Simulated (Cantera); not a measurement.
C2H5OH + H2 + O2 (carbon deposition, reforming and gasification)

Feed: 1 mol C2H5OH, 10 mol H2, a varied amount of O2, at 2800 K and 43.0 mbar.

Cantera equilibrium calculation (NASA polynomials, part measured and part estimated; ideal gas, pure solids and liquids). Candidate condensed phases: C, C6H6, C7H8, C8H18, H2O; 110 gas species. Kinetics and transport are ignored.

```json
[
 {"n(O2) (mol)": "0.012", "log p H2": "-1.58", "log p H": "-1.88", "log p CO": "-2.58", "log p C2H2 (acetylene)": "-3.06", "log p C2H": "-4.25", "log p C3": "-4.50", "n C(graphite)": "0.196"},
 {"n(O2) (mol)": "0.02", "log p H2": "-1.58", "log p H": "-1.88", "log p CO": "-2.57", "log p C2H2 (acetylene)": "-3.06", "log p C2H": "-4.25", "log p C3": "-4.50", "n C(graphite)": "0.180"},
 {"n(O2) (mol)": "0.031", "log p H2": "-1.58", "log p H": "-1.88", "log p CO": "-2.56", "log p C2H2 (acetylene)": "-3.06", "log p C2H": "-4.25", "log p C3": "-4.50", "n C(graphite)": "0.158"},
 {"n(O2) (mol)": "0.049", "log p H2": "-1.59", "log p H": "-1.88", "log p CO": "-2.55", "log p C2H2 (acetylene)": "-3.06", "log p C2H": "-4.26", "log p C3": "-4.50", "n C(graphite)": "0.122"},
 {"n(O2) (mol)": "0.078", "log p H2": "-1.59", "log p H": "-1.88", "log p CO": "-2.53", "log p C2H2 (acetylene)": "-3.06", "log p C2H": "-4.26", "log p C3": "-4.50", "n C(graphite)": "0.0643"},
 {"n(O2) (mol)": "0.12", "log p H2": "-1.59", "log p H": "-1.88", "log p CO": "-2.50", "log p C2H2 (acetylene)": "-3.08", "log p C2H": "-4.27", "log p C3": "-4.52", "n C(graphite)": "0"},
 {"n(O2) (mol)": "0.19", "log p H2": "-1.59", "log p H": "-1.88", "log p CO": "-2.46", "log p C2H2 (acetylene)": "-3.17", "log p C2H": "-4.36", "log p C3": "-4.65", "n C(graphite)": "0"},
 {"n(O2) (mol)": "0.31", "log p H2": "-1.59", "log p H": "-1.88", "log p CO": "-2.39", "log p C2H2 (acetylene)": "-3.38", "log p C2H": "-4.57", "log p C3": "-4.96", "n C(graphite)": "0"},
 {"n(O2) (mol)": "0.49", "log p H2": "-1.60", "log p H": "-1.89", "log p CO": "-2.32", "log p C2H2 (acetylene)": "-4.66", "log p C2H": "-5.85", "log p C3": "-6.88", "n C(graphite)": "0"}
]
```
log p: log10 of the partial pressure in bar; n: condensed amount in mol.

From 0.012 mol O2 to 0.078 mol O2 the condensed part is C(graphite). From 0.12 mol O2 to 0.49 mol O2 nothing is condensed. The main C-bearing gas is CO throughout.
